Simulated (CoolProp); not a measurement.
Vapour-liquid equilibrium of CH2F2 (R32) (1) + R227EA (2) at 297.3 K; x and y are mole fractions of (1).

Values from CoolProp's multi-fluid Helmholtz-energy mixture model, Tillner-Roth 1997 and Lemmon 2016; pair parameters Bell 2016.

```
x     bubble pressure (MPa)  y at the bubble point  dew pressure at overall composition x (MPa)  liquid density (mol/L)
----  ---------------------  ---------------------  -------------------------------------------  ----------------------
0.05                 0.5052                  0.149                                       0.4622                   8.430
0.2                  0.7019                  0.450                                       0.5308                   9.254
0.35                 0.8990                  0.626                                       0.6225                   10.23
0.5                   1.085                  0.742                                       0.7496                   11.41
0.65                  1.260                  0.828                                       0.9333                   12.90
0.8                   1.428                  0.902                                        1.200                   14.83
0.95                  1.595                  0.975                                        1.538                   17.45
```

No azeotrope shows between x = 0.05 and 0.95.

The pair parameters rest on a limited set of measurements; away from them the model extrapolates.
